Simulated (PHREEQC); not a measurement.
Consider water at 25 °C and 500 atm with 0.086 mol Cu(NO3)2, 0.001 mol HCl and 0.00023 mol Na2SO4 per kg of water. Closed to the air; pH follows from the charge balance.

Equilibrium calculation in PHREEQC: ion-association model, phreeqc.dat.

Precipitation was switched off in this run.

Question: Estimate the pH.

Answer: pH 3.10.

Question: In which forms is S present?

Answer: SO4-2 51 %, CuSO4 48 %, HSO4- 0.9 % of the S.

Complexes and solids missing from the database can't appear. Under pressure, the constants of complexes without a molar volume in the database are unreliable.
